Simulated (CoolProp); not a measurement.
The numbers come from the reference Helmholtz-energy equation of state, Lemmon 2006 in CoolProp. It is a short technical equation, of lower accuracy than the large ones.

For acetone, give the phase and the cp (kJ/(kg K)), cv (kJ/(kg K)), speed of sound (m/s), isothermal compressibility (1/MPa) at 358 K and 8.05 bar; 430 K and 8.05 bar; 454 K and 8.05 bar.


- 358 K and 8.05 bar: liquid; cp 2.32, cv 1.66, speed of sound 898, isothermal compressibility 0.00242
- 430 K and 8.05 bar: gas; cp 2.01, cv 1.69, speed of sound 230, isothermal compressibility 1.47
- 454 K and 8.05 bar: gas; cp 1.96, cv 1.71, speed of sound 242, isothermal compressibility 1.41
